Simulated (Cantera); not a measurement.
A closed system holds: 1 mol Si3N4, a varied amount of N2O, 26 mol N2, held at 1923.15 K and 0.140 bar.

Cantera equilibrium calculation (NASA polynomials, part measured and part estimated; ideal gas, pure solids and liquids). Candidate condensed phases: Si, SiO2, Si2N2O, Si3N4; 16 gas species. Mutual solubility and eutectic melting of coexisting phases are not modelled. The tables hold silica as quartz up to 1696 K and as liquid above; real silica turns to tridymite and cristobalite and melts near 1996 K. Equilibrium is a limit: real reactors are often held back by kinetics, nucleation or transport.

**Question.** Which condensed phases are stable at each of these points (n(N2O) (mol)): 0.58, 0.9, 1.2, 1.5, 1.9, 2.2, 2.5, 2.8, 3.2, 3.5?

**Answer.** 
| n(N2O) (mol) | condensed phases | Si condensed (%) |
|---|---|---|
| 0.58 | Si2N2O(s) + Si3N4(s) | 90.2 |
| 0.9 | Si2N2O(s) + Si3N4(s) | 90.1 |
| 1.2 | Si2N2O(s) + Si3N4(s) | 89.9 |
| 1.5 | Si2N2O(s) + Si3N4(s) | 89.8 |
| 1.9 | Si2N2O(s) | 73.3 |
| 2.2 | Si2N2O(s) | 53.3 |
| 2.5 | Si2N2O(s) | 33.3 |
| 2.8 | Si2N2O(s) | 13.3 |
| 3.2 | SiO2(condensed) | 6.7 |
| 3.5 | SiO2(condensed) | 16.7 |

From 0.58 mol N2O to 1.5 mol N2O the condensed part is Si2N2O(s) + Si3N4(s). From 1.9 mol N2O to 2.8 mol N2O the condensed part is Si2N2O(s). From 3.2 mol N2O to 3.5 mol N2O the condensed part is SiO2(condensed).
